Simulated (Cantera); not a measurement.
Charge: 1 mol TEOS, 0.28 mol NO, 1.7 mol N2, at 1027 °C and 94.0 mbar.

These are equilibrium values from Cantera (NASA tables, ideal gas, pure condensed phases), not measurements of a reactor. Candidate condensed phases: C, C6H6, C7H8, C8H18, H2O, Si, SiC, SiO2, Si2N2O, Si3N4; 151 gas species. The feed counts by its element totals alone. The tables hold silica as quartz up to 1696 K and as liquid above; real silica turns to tridymite and cristobalite and melts near 1996 K. Kinetics and transport are ignored.

Base state: H2 0.708, CO 0.161, N2 0.130, CH4 0.000370, H2O 9.79e-5, HCN 6.29e-5, CO2 1.27e-5 (mole fractions); condensed: C(graphite) + SiO2(β-quartz).

Q: What changes in the equilibrium state with this change: TEOS replaced by HMDSO?

A: 
| species | before | after |
|---|---|---|
| H2 | 0.708 | 0.889 |
| N2 | 0.130 | 0.0830 |
| CO | 0.161 | 0.0277 |
| CO2 | 1.27e-5 | 3.72e-7 |
| H2O | 9.79e-5 | 2.11e-5 |
| CH4 | 0.000370 | 0.000584 |
| HCN | 6.29e-5 | 5.62e-5 |
| C(graphite), mol | 5.72 | 5.71 |
| SiO2(β-quartz), mol | 1.000 | 0 |
| Si2N2O(s), mol | 0 | 1.000 |
